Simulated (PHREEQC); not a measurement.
## Acid mine or pickling water (model solution)

A made-up water analysis in mg/L, 75 °C, pH 2.28, pe 8.5:

```json
[
 {"constituent": "Na", "mg/L": "106"},
 {"constituent": "K", "mg/L": "53"},
 {"constituent": "Ca", "mg/L": "26.4"},
 {"constituent": "Mg", "mg/L": "5.81"},
 {"constituent": "Cl", "mg/L": "78"},
 {"constituent": "S(6) as SO4", "mg/L": "788"},
 {"constituent": "Zn", "mg/L": "2.13"},
 {"constituent": "Br", "mg/L": "4.78"},
 {"constituent": "Fe(3)", "mg/L": "8"},
 {"constituent": "P as PO4", "mg/L": "0.22"},
 {"constituent": "Si as SiO2", "mg/L": "2.68"},
 {"constituent": "B", "mg/L": "0.165"}
]
```

Valence states are taken as typed.

Computed with PHREEQC (ion-association model, wateq4f.dat).

```
Item                           Value
--------------------  --------------
ionic strength        0.0177 mol/kgw
total alkalinity        -10.4 meq/kg
charge-balance error          -1.2 %
```

```csv
species,molality,activity,log γ
H+,0.00594,0.00525,-0.053
Na+,0.00456,0.00395,-0.062
HSO4-,0.00419,0.00363,-0.062
SO4-2,0.00353,0.00200,-0.246
Cl-,0.00220,0.00190,-0.065
K+,0.00132,0.00114,-0.065
Ca+2,0.000482,0.000276,-0.242
```

This is a speciation only: nothing precipitates in the calculation. Examples of supersaturated solids here: Jarosite-K, Strengite. Others may be too. Complexes and solids missing from the database can't appear. H3PO4, which wateq4f.dat lacks, is added to it with the constant of phreeqc.dat. Constants without temperature data keep their 25 °C values here. The database has no phosphate complexes of Zn.
